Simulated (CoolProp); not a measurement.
Ethylene along the isobar 7.35 bar: density (kg/m³) from the reference equation and from simpler models built on Tc = 9.2 °C, pc = 50.42 bar, ω = 0.087; each cubic takes its own stable root.

Model: reference Helmholtz-energy equation of state, Smukala 2000, in CoolProp.

| T (°C) | phase | reference |
|---|---|---|
| -103.55 | liquid | 568.0 |
| -73.35 | liquid | 522.0 |
| -43.25 | gas | 11.99 |
| -13.05 | gas | 10.21 |
| 17.15 | gas | 8.959 |
| 47.25 | gas | 8.010 |
| 77.45 | gas | 7.255 |
| 107.65 | gas | 6.637 |
| 137.75 | gas | 6.123 |
| 167.95 | gas | 5.684 |

**Question.** How far does each simpler model (van der Waals, Redlich-Kwong, Soave-Redlich-Kwong, Peng-Robinson) lie from the reference over these 10 states: mean and median of the absolute difference, and the worst?

**Answer.** 
- van der Waals: mean 13.7 %, median 0.4 %, worst -97.3 % at -73.35 °C and 7.35 bar
- Redlich-Kwong: mean 1.0 %, median 0.1 %, worst -5.2 % at -73.35 °C and 7.35 bar
- Soave-Redlich-Kwong: mean 0.9 %, median 0.1 %, worst -4.5 % at -73.35 °C and 7.35 bar
- Peng-Robinson: mean 2.1 %, median 0.5 %, worst +8.9 % at -103.55 °C and 7.35 bar

At some of these states van der Waals gives the other phase, because its saturation line lies elsewhere.
